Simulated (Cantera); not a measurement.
A closed system holds: 1 mol CHF3, 2.5 mol HCl, 6 mol H2, held at 10.0 mbar.

Cantera equilibrium calculation (NASA polynomials, part measured and part estimated; ideal gas, pure solids and liquids). Candidate condensed phases: C, C6H6, C7H8, C8H18; 118 gas species. Kinetics and transport are ignored.

What share of the C ends up in condensed phases as a function of T (K), at 2198, 2348, 2498, 2648, 2798, 2948, 3098, 3248, 3398, 3548?


```csv
T (K),C condensed (%),as
2198,97.5,C(graphite)
2348,94.8,C(graphite)
2498,90.1,C(graphite)
2648,81.7,C(graphite)
2798,60.2,C(graphite)
2948,0.0,-
3098,0.0,-
3248,0.0,-
3398,0.0,-
3548,0.0,-
```
